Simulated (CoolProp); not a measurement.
1-butene along the isobar 9.34 bar: fugacity coefficient from the reference equation and from simpler models built on Tc = 419.3 K, pc = 40.06 bar, ω = 0.192; each cubic takes its own stable root.

Computed with CoolProp (reference Helmholtz-energy equation of state, Lemmon 2005). It is a short technical equation, of lower accuracy than the large ones.

| T (K) | phase | reference |
|---|---|---|
| 314.4 | liquid | 0.4611 |
| 332.4 | liquid | 0.6952 |
| 350.4 | gas | 0.8556 |
| 368.4 | gas | 0.8779 |
| 386.4 | gas | 0.8956 |
| 404.4 | gas | 0.9100 |
| 422.4 | gas | 0.9219 |
| 440.4 | gas | 0.9318 |
| 458.5 | gas | 0.9402 |
| 476.5 | gas | 0.9474 |

### Question
How far does each simpler model (van der Waals, Redlich-Kwong, Soave-Redlich-Kwong) lie from the reference over these 10 states: mean and median of the absolute difference, and the worst?

### Answer
- van der Waals: mean 12.8 %, median 2.0 %, worst +87.3 % at 314.4 K and 9.34 bar
- Redlich-Kwong: mean 5.2 %, median 0.5 %, worst +27.0 % at 314.4 K and 9.34 bar
- Soave-Redlich-Kwong: mean 0.7 %, median 0.3 %, worst +2.2 % at 332.4 K and 9.34 bar

At some of these states van der Waals gives the other phase, because its saturation line lies elsewhere.
